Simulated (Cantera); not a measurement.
Charge: 1 mol MgO, 1 mol CH4, 1.6 mol CO, equilibrated at 53.0 mbar.

Equilibrium computed with Cantera from the NASA thermochemical tables; the gas is ideal and each condensed phase is pure. Candidate condensed phases: C, C6H6, C7H8, C8H18, H2O, Mg, MgCO3, MgO, Mg(OH)2; 116 gas species. Rates play no part.

Problem. At 1500 K, list the 5 most abundant gas species with their mole fractions, and the condensed phases.

Solution. H2 0.555, CO 0.444, Mg 0.000468, H 5.70e-5, CH4 4.19e-5. Condensed: C(graphite) + MgO(s).
